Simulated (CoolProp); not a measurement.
Vapour-liquid equilibrium of dimethyl ether (1) + R134a (2) at 0.0399 bar; x and y are mole fractions of (1).

Model: multi-fluid Helmholtz-energy mixture model, Wu 2011 and Tillner-Roth 1994; pair parameters Bell 2016, in CoolProp.

```
x     bubble temperature (K)  y at the bubble point  dew temperature at overall composition x (K)  liquid density (mol/L)
----  ----------------------  ---------------------  --------------------------------------------  ----------------------
0.05                     ___                  0.038                                         194.4                   15.07
0.2                    194.8                  0.169                                         194.8                   15.42
0.35                   195.1                  0.328                                         195.1                   15.78
0.5                    195.1                  0.510                                         195.2                   16.16
0.65                     ___                  0.694                                         195.0                   16.55
0.8                    194.2                  0.855                                         194.5                   16.96
0.95                     ___                  0.972                                         193.5                   17.38
```

### Question
Fill in the missing entries.

### Answer

- 0.05, bubble temperature (K): 194.3
- 0.65, bubble temperature (K): 194.9
- 0.95, bubble temperature (K): 193.3

y crosses x between x = 0.35 and 0.5: the model has an azeotrope there.

Pair parameters are fitted to limited data, so mixtures are less certain than the pure fluids.
